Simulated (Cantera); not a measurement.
Mixture: CH4 : O2 : N2 : H2O : CO2 = 1 : 0.909 : 2.82 : 0.43 : 0.08 (molar parts), equivalence ratio 2.2, at 1.01 bar, adiabatic and at constant volume. Ignition delay is the time to a rise of 400 K.

Computed with Cantera and GRI-Mech 3.0 (53 species, 325 reactions).

Problem. Predict: delay at 1023 K; delay at 1123 K; delay at 1223 K; delay at 1323 K; delay at 1423 K; delay at 1523 K; apparent activation energy between 1323 and 1523 K.

Solution. 
| Quantity | Result |
|---|---|
| delay at 1023 K | 1.07 s |
| delay at 1123 K | 0.217 s |
| delay at 1223 K | 51.6 ms |
| delay at 1323 K | 13.8 ms |
| delay at 1423 K | 4.05 ms |
| delay at 1523 K | 1.31 ms |
| apparent activation energy between 1323 and 1523 K | 200 kJ/mol |
